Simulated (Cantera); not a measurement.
## Equilibrium for roasting and sulfation: FeS2 + H2S + CO2

Charge: 1 mol FeS2, a varied amount of H2S, 1 mol CO2, equilibrated at 902 °C and 0.0390 bar.

Cantera equilibrium calculation (NASA polynomials, part measured and part estimated; ideal gas, pure solids and liquids). Candidate condensed phases: C, C6H6, C7H8, C8H18, Fe, Fe(CO)5, FeO, Fe(OH)2, Fe(OH)3, FeS, FeSO4, FeS2, Fe2O3, Fe2(SO4)3, Fe3O4, H2O, H2SO4, S; 127 gas species. FeS: taken at fixed stoichiometry. Gases not in the tables: S3 to S7. Kinetics and transport are ignored.

From 0.056 mol H2S to 0.51 mol H2S the condensed part is FeS(s).

```csv
n(H2S) (mol),log p CO2,log p S2,log p H2O,log p CO,log p H2S,log p H2,log p SO2,log p COS,n FeS(s)
0.056,-1.67,-1.92,-3.01,-2.55,-3.52,-4.00,-2.99,-3.57,1.00
0.077,-1.68,-1.92,-2.89,-2.53,-3.38,-3.85,-3.03,-3.56,1.00
0.11,-1.70,-1.92,-2.76,-2.51,-3.21,-3.68,-3.11,-3.54,1.00
0.14,-1.71,-1.92,-2.67,-2.49,-3.09,-3.56,-3.17,-3.52,1.00
0.2,-1.74,-1.92,-2.56,-2.46,-2.91,-3.39,-3.30,-3.48,1.00
0.27,-1.77,-1.92,-2.48,-2.43,-2.76,-3.24,-3.44,-3.45,1.00
0.37,-1.82,-1.93,-2.40,-2.39,-2.61,-3.08,-3.61,-3.42,1.00
0.51,-1.88,-1.94,-2.34,-2.35,-2.46,-2.92,-3.81,-3.39,1.00
```
log p: log10 of the partial pressure in bar; n: condensed amount in mol.
